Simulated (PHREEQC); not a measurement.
Make-up at 20 °C: 170 mmol/kgw H2SO4 and 43 mmol/kgw K2SO4. Closed to the air; pH follows from the charge balance.

All values are PHREEQC results (ion-association model, phreeqc.dat), not measurements.

Each row changes one thing in this solution. No solid was allowed to form.

```
case                                             pH  ionic strength (mol/kgw)  HSO4- (mol/kgw)  SO4-2 (mol/kgw)
---------------------------------------------  ----  ------------------------  ---------------  ---------------
as made                                        0.87                     0.294            0.167           0.0407
0.078 mol/kgw LiOH added                       1.04                     0.324            0.146           0.0554
temperature from 20 to 30 °C                   0.88                     0.283            0.173           0.0350
K2SO4 from 0.043 to 0.43 mol/kgw               1.16                      1.03            0.248            0.213
0.3 mol/kgw HCl added                          0.46                     0.559                …           0.0232
H2SO4 from 0.17 to 0.034 mol/kgw               1.58                     0.148           0.0355           0.0357
K2SO4 replaced by KH2PO4 at the same molality  0.89                         …            0.136                …
K2SO4 left out                                 0.81                     0.225            0.143           0.0274
```

### Question
Complete the blanks.

### Answer

- 0.3 mol/kgw HCl added, HSO4- (mol/kgw): 0.188
- K2SO4 replaced by KH2PO4 at the same molality, ionic strength (mol/kgw): 0.237
- K2SO4 replaced by KH2PO4 at the same molality, SO4-2 (mol/kgw): 0.0320

The ionic strength passes 0.7 mol/kgw, the rough limit of the ion-association models, in K2SO4 from 0.043 to 0.43 mol/kgw.
